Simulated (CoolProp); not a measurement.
Saturation properties of octamethyltrisiloxane (MDM) (Tc = 292.2 °C, pc = 1.438 MPa, ω = 0.528).

Computed with CoolProp (reference Helmholtz-energy equation of state, Thol 2017).

| T (°C) | p (MPa) | liquid density (kg/m³) | enthalpy of vaporisation (kJ/kg) | vapour Z |
|---|---|---|---|---|
| 138.85 | 0.06988 | 692.0 | 158.7 | 0.9431 |
| 145.25 | 0.08351 | 684.2 | 155.8 | 0.9353 |
| 151.55 | 0.09888 | 676.3 | 153.0 | 0.9269 |
| 157.85 | 0.1164 | 668.4 | 150.1 | 0.9179 |
| 164.25 | 0.1365 | 660.1 | 147.1 | 0.9079 |
| 170.55 | 0.1588 | 651.7 | 144.0 | 0.8974 |
| 176.85 | 0.1838 | 643.2 | 140.9 | 0.8860 |
| 183.15 | 0.2116 | 634.4 | 137.7 | 0.8738 |
| 189.55 | 0.2432 | 625.2 | 134.3 | 0.8605 |
| 195.85 | 0.2776 | 615.9 | 130.9 | 0.8464 |
| 202.15 | 0.3155 | 606.3 | 127.3 | 0.8314 |
| 208.55 | 0.3580 | 596.1 | 123.5 | 0.8150 |
| 214.85 | 0.4039 | 585.7 | 119.7 | 0.7976 |

It boils at 152.5 °C under 1 atm.
